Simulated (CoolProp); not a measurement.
Vapour-liquid equilibrium of ethylbenzene (1) + n-nonane (2) at 0.79 MPa; x and y are mole fractions of (1).

Computed with CoolProp (multi-fluid Helmholtz-energy mixture model, Zhou 2012 and Lemmon 2006; pair parameters Bell 2016).

```json
[
 {"x": "0.05", "bubble temperature, mixture model (K)": "521.6", "bubble temperature, Raoult's law (K)": "521.9", "y, mixture model": "0.063", "y, Raoult's law": "0.064"},
 {"x": "0.15", "bubble temperature, mixture model (K)": "519.3", "bubble temperature, Raoult's law (K)": "520.2", "y, mixture model": "0.184", "y, Raoult's law": "0.186"},
 {"x": "0.25", "bubble temperature, mixture model (K)": "517.1", "bubble temperature, Raoult's law (K)": "518.5", "y, mixture model": "0.298", "y, Raoult's law": "0.301"},
 {"x": "0.35", "bubble temperature, mixture model (K)": "515.1", "bubble temperature, Raoult's law (K)": "516.9", "y, mixture model": "0.405", "y, Raoult's law": "0.411"},
 {"x": "0.45", "bubble temperature, mixture model (K)": "513.3", "bubble temperature, Raoult's law (K)": "515.3", "y, mixture model": "0.505", "y, Raoult's law": "0.515"},
 {"x": "0.55", "bubble temperature, mixture model (K)": "511.7", "bubble temperature, Raoult's law (K)": "513.7", "y, mixture model": "0.600", "y, Raoult's law": "0.614"},
 {"x": "0.65", "bubble temperature, mixture model (K)": "510.3", "bubble temperature, Raoult's law (K)": "512.2", "y, mixture model": "0.690", "y, Raoult's law": "0.707"},
 {"x": "0.75", "bubble temperature, mixture model (K)": "509.1", "bubble temperature, Raoult's law (K)": "510.6", "y, mixture model": "0.778", "y, Raoult's law": "0.796"},
 {"x": "0.85", "bubble temperature, mixture model (K)": "508.1", "bubble temperature, Raoult's law (K)": "509.2", "y, mixture model": "0.865", "y, Raoult's law": "0.881"},
 {"x": "0.95", "bubble temperature, mixture model (K)": "507.3", "bubble temperature, Raoult's law (K)": "507.7", "y, mixture model": "0.954", "y, Raoult's law": "0.961"}
]
```

The largest gap from Raoult's law is -2.0 K in bubble temperature, at x = 0.55. No azeotrope shows between x = 0.05 and 0.95.

Pair parameters are fitted to limited data, so mixtures are less certain than the pure fluids.
